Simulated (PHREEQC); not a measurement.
A solution holds 0.0022 mol KHCO3, 5.4e-05 mol NaF and 0.00023 mol NaCl per kg of water, at 20 °C. Closed to the air; pH follows from the charge balance.

Equilibrium calculation in PHREEQC: ion-association model, phreeqc.dat.

Precipitation was switched off in this run.

Problem. Predict the pH, specific conductance.

Solution. pH 8.32; specific conductance 252 µS/cm.

Problem. In which forms is C present?

Solution. HCO3- 98 %, CO2 1.1 %, CO3-2 1.0 % of the C.
